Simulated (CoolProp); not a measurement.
Vapour-liquid equilibrium of R245fa (1) + n-pentane (2) at 381.8 K; x and y are mole fractions of (1).

Computed with CoolProp (multi-fluid Helmholtz-energy mixture model, Akasaka 2015 and Thol 2019; pair parameters Bell 2016).

```csv
x,"bubble pressure, mixture model (MPa)","bubble pressure, Raoult's law (MPa)","y, mixture model","y, Raoult's law"
0.05,0.9101,0.7574,0.211,0.101
0.15,1.183,0.8384,0.405,0.273
0.25,1.352,0.9194,0.498,0.415
0.35,1.462,1.000,0.557,0.534
0.45,1.539,1.081,0.604,0.635
0.55,1.595,1.162,0.648,0.722
0.65,1.633,1.243,0.697,0.798
0.75,1.650,1.324,0.755,0.865
0.85,1.637,1.405,0.829,0.923
0.95,1.579,1.486,0.931,0.976
```

The largest gap from Raoult's law is +47.1 % in bubble pressure, at x = 0.25. y crosses x between x = 0.75 and 0.85: the model has an azeotrope there.

Pair parameters are fitted to limited data, so mixtures are less certain than the pure fluids.
